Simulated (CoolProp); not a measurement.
Properties of hexamethyldisiloxane (MM) at several states.

Model: reference Helmholtz-energy equation of state, Thol 2016, in CoolProp.

```tsv
T (K)	p (kPa)	phase	density (kg/m³)	cv (kJ/(kg K))	speed of sound (m/s)
584.8	6090	supercritical	[?]	[?]	[?]
445.9	2720	liquid	590.7	[?]	430.3
500.9	10.2	gas	0.3985	[?]	161.9
337.2	1960	liquid	[?]	1.639	761.7
```

Q: What belongs in the gaps?

A: 
- 584.8, density (kg/m³): 388.6
- 584.8, cv (kJ/(kg K)): 2.211
- 584.8, speed of sound (m/s): 196.6
- 445.9, cv (kJ/(kg K)): 1.910
- 500.9, cv (kJ/(kg K)): 1.966
- 337.2, density (kg/m³): 721.4
